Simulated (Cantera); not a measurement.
Standard-state values (1 bar) from the NASA 1993 polynomials, evaluated with Cantera. Values are per mole of reaction as written; species without (g) are pure solids or liquids, kept so even where they would boil at 1 bar.

3 F(g) + AlN ⇌ N(g) + AlF₃(g)

```csv
T (K),ΔH° (kJ),ΔS° (J/K),ΔG° (kJ),log10 K
1075,___,___,___,___
1100,-667.2,-84.0,-574.9,27.30
1125,-667.5,-84.2,-572.8,26.59
1150,-667.8,-84.5,-570.6,25.92
1175,-668.1,-84.7,-568.5,25.27
1200,-668.4,-85.0,-566.4,24.65
1225,___,___,___,___
```

Task: What belongs in the gaps?

Result: 
- 1075, ΔH° (kJ): -666.9
- 1075, ΔS° (J/K): -83.7
- 1075, ΔG° (kJ): -577.0
- 1075, log10 K: 28.03
- 1225, ΔH° (kJ): -668.7
- 1225, ΔS° (J/K): -85.2
- 1225, ΔG° (kJ): -564.3
- 1225, log10 K: 24.06
